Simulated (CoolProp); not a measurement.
The numbers come from the reference Helmholtz-energy equation of state, Thol 2019 in CoolProp.

Question: For tetradecamethylhexasiloxane (MD4M), give the phase and the Z, cp (kJ/(kg K)), speed of sound (m/s), isothermal compressibility (1/MPa) at 183.95 °C and 1.16 MPa; 238.25 °C and 1.16 MPa; 346.85 °C and 1.16 MPa.

Answer: 
- 183.95 °C and 1.16 MPa: liquid; Z 0.191, cp 2.05, speed of sound 539, isothermal compressibility 0.00533
- 238.25 °C and 1.16 MPa: liquid; Z 0.186, cp 2.15, speed of sound 417, isothermal compressibility 0.00960
- 346.85 °C and 1.16 MPa: liquid; Z 0.200, cp 2.40, speed of sound 181, isothermal compressibility 0.0670
